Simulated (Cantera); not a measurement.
Feed: 1 mol CH3SiH3, 33 mol H2, equilibrated at 0.860 bar.

Equilibrium computed with Cantera from the NASA thermochemical tables; the gas is ideal and each condensed phase is pure. Candidate condensed phases: C, C6H6, C7H8, C8H18, Si, SiC; 87 gas species. The feed counts by its element totals alone. Gases not in the tables: Si2H6 and higher silanes. Equilibrium is a limit: real reactors are often held back by kinetics, nucleation or transport.

### Question
At 1673 K, list the 4 most abundant gas species with their mole fractions, and the condensed phases.

### Answer
H2 1.000, H 0.000123, CH4 1.39e-5, SiH2 1.10e-5. Condensed: SiC(s).
